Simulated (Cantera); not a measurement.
**Equilibrium for abatement and gas-phase synthesis: PH3 + H2 + O2**

Input: 1 mol PH3, 1.4 mol H2, 0.059 mol O2, held at 0.133 bar.

Method: chemical equilibrium by Gibbs-energy minimisation in Cantera with the NASA 1993 tables (ideal gas, pure condensed phases). Candidate condensed phases: H2O, P, P4O10; 17 gas species. Gases not in the tables: HPO2, HPO3 and P4O6. Equilibrium is a limit: real reactors are often held back by kinetics, nucleation or transport.

From 1775 K to 2875 K nothing is condensed.

```tsv
T (K)	x H2	x H	x P2	x P	x H2O	x PO	x PH
1775	0.822	0.000719	0.143	6.43e-5	0.0281	0.00576	5.91e-5
1875	0.823	0.00163	0.141	0.000157	0.0249	0.00872	0.000106
1975	0.823	0.00340	0.139	0.000350	0.0214	0.0121	0.000179
2075	0.822	0.00661	0.137	0.000719	0.0178	0.0155	0.000287
2175	0.818	0.0121	0.134	0.00138	0.0145	0.0188	0.000439
2275	0.811	0.0209	0.131	0.00251	0.0116	0.0216	0.000645
2375	0.799	0.0345	0.128	0.00432	0.00916	0.0238	0.000911
2475	0.781	0.0544	0.124	0.00709	0.00716	0.0255	0.00124
2575	0.754	0.0824	0.118	0.0111	0.00555	0.0266	0.00163
2675	0.718	0.120	0.112	0.0168	0.00427	0.0271	0.00206
2775	0.671	0.168	0.104	0.0242	0.00325	0.0272	0.00251
2875	0.613	0.227	0.0941	0.0337	0.00245	0.0268	0.00293
```
x: gas mole fraction; nothing condenses.
